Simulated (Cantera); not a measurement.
Input (Python, Cantera):

```python
import numpy as np
import cantera as ct

surf = ct.Interface("ptcombust.yaml", "Pt_surf")
gas = surf.adjacent["gas"]
gas.TPX = 950, 500000, {'H2': 0.0022, 'O2': 0.019, 'N2': 0.79, 'H2O': 0.0082}
surf.TP = 950, 500000
reactor = ct.FlowReactor(gas, clone=False)
reactor.area = 0.0001  # m2
reactor.surface_area_to_volume_ratio = 630  # 1/m
reactor.mass_flow_rate = 0.65 * reactor.area * gas.density  # inlet velocity 0.65 m/s
reactor.energy_enabled = False
wall = ct.ReactorSurface(surf, reactor, clone=False)
net = ct.ReactorNet([reactor])
net.rtol, net.atol = 1e-8, 1e-16
show, cover = ['H2', 'O2', 'H2O'], ['PT(S)', 'H(S)', 'O(S)', 'OH(S)', 'CO(S)', 'C(S)']

rows = []
print(f"{'z/m':>9s}{'u/(m/s)':>9s}" + "".join(f"{s:>13s}" for s in show + cover))
for z in [0.00028, 0.00061, 0.0013, 0.0028, 0.0061, 0.013, 0.028]:
    net.advance(z)
    rows.append([reactor.speed, *gas[show].X, *surf[cover].coverages])
    print(f"{z:9.4g}{rows[-1][0]:9.3g}" + "".join(f"{x:13.4e}" for x in rows[-1][1:]))
```

Output:

```
      z/m  u/(m/s)           H2           O2          H2O        PT(S)         H(S)         O(S)        OH(S)        CO(S)         C(S)
  0.00028    0.649   4.2392e-04   2.2082e-02   1.2283e-02   1.5405e-01   3.6159e-07   8.4107e-01   4.8688e-03  -3.0748e-28  -1.6168e-30
  0.00061    0.649   7.3444e-05   2.1910e-02   1.2635e-02   1.4358e-01   3.2137e-07   8.5164e-01   4.7634e-03   2.9791e-26   1.4685e-28
   0.0013    0.649   2.1317e-06   2.1876e-02   1.2707e-02   1.4162e-01   3.1400e-07   8.5362e-01   4.7430e-03   3.4143e-27   1.3173e-29
   0.0028    0.649   1.0149e-09   2.1875e-02   1.2709e-02   1.4156e-01   3.1378e-07   8.5368e-01   4.7424e-03   5.6770e-30  -3.5006e-31
   0.0061    0.649   1.5954e-11   2.1875e-02   1.2709e-02   1.4156e-01   3.1378e-07   8.5368e-01   4.7424e-03  -6.5226e-29   1.0419e-31
    0.013    0.649   1.5897e-11   2.1875e-02   1.2709e-02   1.4156e-01   3.1378e-07   8.5368e-01   4.7424e-03   3.4811e-25   8.3564e-32
    0.028    0.649   1.5835e-11   2.1875e-02   1.2709e-02   1.4156e-01   3.1378e-07   8.5368e-01   4.7424e-03   2.2080e-16   2.1456e-27
```

Computed with Cantera and Deutschmann's 1995 Pt surface mechanism with GRI-Mech 3.0 gas chemistry. Catalytic surfaces can have several steady states; this one follows from the mechanism file's or the stated starting coverage. Mass transfer to the wall is taken as infinitely fast.
